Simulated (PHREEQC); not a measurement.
A solution holds 0.2 mol/kgw (NH4)2HPO4 and 0.071 mol/kgw Na2S, at 50 °C. Closed to the air; pH follows from the charge balance.

Model: ion-association model, phreeqc.dat, run in PHREEQC.

| Property | Value |
|---|---|
| pH | 8.23 |
| ionic strength | 0.644 mol/kgw |
| activity of water | 0.986 |
| specific conductance | 53100 µS/cm |
| density | 1.007 g/cm³ |
| total alkalinity | 342 meq/kg |

| species | molality | activity | log γ |
|---|---|---|---|
| NH4+ | 0.324 | 0.179 | -0.257 |
| HPO4-2 | 0.186 | 0.0343 | -0.735 |
| Na+ | 0.133 | 0.0934 | -0.153 |
| NH3 | 0.0760 | 0.0881 | 0.064 |
| HS- | 0.0699 | 0.0420 | -0.222 |
| NaHPO4- | 0.00935 | 0.00624 | -0.176 |
| H2PO4- | 0.00427 | 0.00285 | -0.176 |
| H2S | 0.00104 | 0.00120 | 0.064 |
| PO4-3 | 0.000307 | 4.16e-6 | -1.867 |

Precipitation was switched off in this run. At this temperature some constants are extrapolated from 25 °C, and those without enthalpy data are left unchanged.
